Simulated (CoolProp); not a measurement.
Vapour-liquid equilibrium of R143a (1) + isobutane (2) at -57.75 °C; x and y are mole fractions of (1).

The numbers come from the multi-fluid Helmholtz-energy mixture model, Lemmon and Jacobsen 2000 and Bücker 2006; pair parameters Bell 2016 in CoolProp.

```csv
x,bubble pressure (bar),y at the bubble point,dew pressure at overall composition x (bar),liquid density (mol/L)
0.05,0.2515,0.591,0.1120,11.15
0.125,0.3883,0.748,?,11.31
0.2,0.4644,0.797,0.1325,11.48
0.275,0.5057,0.820,0.1458,11.66
0.35,0.5278,0.831,0.1620,11.84
0.425,?,0.838,0.1822,12.04
0.5,0.5481,0.843,0.2082,12.26
0.575,0.5550,?,0.2426,12.49
0.65,0.5625,?,0.2903,12.74
0.725,0.5714,0.866,0.3603,13.01
0.8,?,0.883,0.4690,13.30
0.875,0.5913,?,0.5773,13.62
0.95,0.5983,0.955,0.5979,13.97
```

Question: Fill in the missing entries.

Answer: 
- 0.125, dew pressure at overall composition x (bar): 0.1214
- 0.425, bubble pressure (bar): 0.5401
- 0.575, y at the bubble point: 0.848
- 0.65, y at the bubble point: 0.855
- 0.8, bubble pressure (bar): 0.5814
- 0.875, y at the bubble point: 0.910

No azeotrope shows between x = 0.05 and 0.95.

Pair parameters are fitted to limited data, so mixtures are less certain than the pure fluids. With so large a gap from Raoult's law the liquid may split in two, which this calculation doesn't test in full.
